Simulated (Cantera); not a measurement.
Charge: 1 mol MgO, 1.8 mol CO.

Equilibrium computed with Cantera from the NASA thermochemical tables; the gas is ideal and each condensed phase is pure. Candidate condensed phases: C, Mg, MgCO3, MgO; 15 gas species. Rates play no part.

What condenses at these points (T in K, P in Pa): (1473, 10); (1723, 3200); (1773, 240000); (1473, 56000)?


| T (K) | P in Pa | condensed phases | Mg condensed (%) |
|---|---|---|---|
| 1473 | 10 | MgO | 99.7 |
| 1723 | 3200 | MgO | 99.8 |
| 1773 | 240000 | MgO | 100.0 |
| 1473 | 56000 | C + MgO | 100.0 |
